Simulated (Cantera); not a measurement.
A Cantera script and what it prints.

```python
import numpy as np
import cantera as ct

gas_names = """
    CL CL2 H HCL H2 N NH NH2 NH3 N2 N2H2 N2H4 Si SiCL SiCL2 SiCL3 SiCL4 SiH SiHCL3 SiH2 SiH2CL2 SiH3
    SiH3CL SiH4 SiN Si2 Si2N Si3
""".split()
cond_names = """
    NH4CL(a) NH4CL(b) Si(cr) Si(L) Si3N4(a)
""".split()


# ... load() reads the species with a 1 bar reference pressure and builds the phases ...
atoms = {
    'Si2Cl6': {'Si': 2, 'CL': 6},
    'N2': {'N': 2},
    'NH3': {'N': 1, 'H': 3},
}
top_T = {'Si3N4(a)': 2400}  # K; cautious upper limits of use, not melting points


# ... equilibrate(T, P, feed) seeds the gas with the atoms and calls Mixture.equilibrate('TP', solver="vcs", rtol=1e-11, max_steps=5000) ...
results = []
feed = {'Si2Cl6': 1, 'N2': 8.4, 'NH3': 47}  # mol
P = 18000  # Pa
for T in [800, 950, 1100, 1250, 1400, 1550, 1700, 1850, 2000]:
    mix = equilibrate(T, P, feed)
    results.append((T, P, feed, dict(zip(mix.species_names, mix.species_moles))))

top = {s: max(r[3][s] / sum(r[3][g] for g in gas_names) for r in results) for s in gas_names}
cols = sorted((s for s in top if top[s] > 1e-05), key=lambda s: -top[s])[:5]
seen = [c for c in cond_names if any(r[3].get(c, 0) > 1e-12 for r in results)]
print("log10 of partial pressures in bar; condensed amounts in mol")
print(f"{'T/K':>10s}" + "".join(f"{s[:9]:>10s}" for s in cols + seen))
for T, P, feed, n in results:
    ng = sum(n[g] for g in gas_names)
    print(f"{T:10.4g}" + "".join(f"{np.log10(max(n[s] / ng * P / 1e5, 1e-99)):10.3f}" for s in cols)
          + "".join(f"{n.get(c, 0):10.4g}" for c in seen))
```

Result:

```
log10 of partial pressures in bar; condensed amounts in mol
       T/K        H2        N2       HCL     SiCL2         H     Si(L)  Si3N4(a)
       800    -0.933    -1.277    -1.985   -12.619   -12.005         0    0.6657
       950    -0.933    -1.277    -1.984    -9.875    -9.721         0    0.6662
      1100    -0.933    -1.277    -1.984    -7.887    -8.054         0    0.6664
      1250    -0.933    -1.277    -1.984    -6.383    -6.782         0    0.6663
      1400    -0.933    -1.277    -1.985    -5.210    -5.779         0    0.6651
      1550    -0.933    -1.277    -1.989    -4.279    -4.968         0    0.6557
      1700    -0.932    -1.276    -2.010    -3.554    -4.298         0    0.6111
      1850    -0.931    -1.273    -2.072    -3.043    -3.734         0    0.4869
      2000    -0.935    -1.265    -2.113    -2.912    -3.257     1.216         0
```

Cantera equilibrium calculation (NASA polynomials, part measured and part estimated; ideal gas, pure solids and liquids). The feed counts by its element totals alone. The tables' values for SiCl, SiCl3, SiN are old estimates; treat these amounts as uncertain. Gases not in the tables: Si2H6 and higher silanes.
